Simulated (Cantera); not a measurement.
Input (Python, Cantera) and output of one run.

```python
import numpy as np
import cantera as ct

gas_names = """
    Br Br2 Si SiBr SiBr2 SiBr3 SiBr4 Si2 Si3
""".split()
cond_names = """
    Br2(cr) Br2(L) Si(cr) Si(L)
""".split()


# ... load() reads the species with a 1 bar reference pressure and builds the phases ...
atoms = {
    'Si': {'Si': 1},
    'Br2': {'Br': 2},
}
top_T = {}  # K; cautious upper limits of use, not melting points


# ... equilibrate(T, P, feed) seeds the gas with the atoms and calls Mixture.equilibrate('TP', solver="vcs", rtol=1e-11, max_steps=5000) ...
results = []
feed = {'Si': 1, 'Br2': 6.1}  # mol
T = 850  # K
P = 910  # Pa
mix = equilibrate(T, P, feed)
results.append((T, P, feed, dict(zip(mix.species_names, mix.species_moles))))
print(gas.report(threshold=0.001))
for i in range(1, mix.n_phases):
    print(f"{mix.phase(i).name:16s} {mix.phase_moles(i):12.5e} mol")
```

It prints:

```
       temperature   850 K
          pressure   910 Pa
           density   0.025236 kg/m^3
  mean mol. weight   195.99 kg/kmol
   phase of matter   gas

                          1 kg             1 kmol
                     ---------------   ---------------
          enthalpy        -1.437e+05       -2.8163e+07  J
   internal energy       -1.7976e+05        -3.523e+07  J
           entropy            1871.7        3.6684e+05  J/K
    Gibbs function       -1.7347e+06       -3.3997e+08  J
 heat capacity c_p            260.22             51000  J/K
 heat capacity c_v             217.8             42685  J/K

                      mass frac. Y      mole frac. X     chem. pot. / RT
                     ---------------   ---------------   ---------------
                Br          0.002744         0.0067305            -15.92
               Br2           0.65057           0.79785           -31.839
             SiBr4           0.34669           0.19542           -115.62
     [   +6 minor]        1.8825e-09        1.3777e-09

Br2(L)            0.00000e+00 mol
Si(cr)            0.00000e+00 mol
```

These are equilibrium values from Cantera (NASA tables, ideal gas, pure condensed phases), not measurements of a reactor.
